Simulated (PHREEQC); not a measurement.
Consider water at 25 °C with 0.0025 mol/kgw Na2SeO4 and 0.00018 mol/kgw (CH3)4NF. Closed to the air; pH follows from the charge balance.

The numbers come from PHREEQC with the ion-association model, wateq4f.dat.

This is a speciation only: nothing precipitates in the calculation.

Q: Estimate the pH.

A: pH 7.05.

Species that the database lacks are ignored. (CH3)4N+ isn't in the database: it is added as a free cation with an ion size of 4 Å.
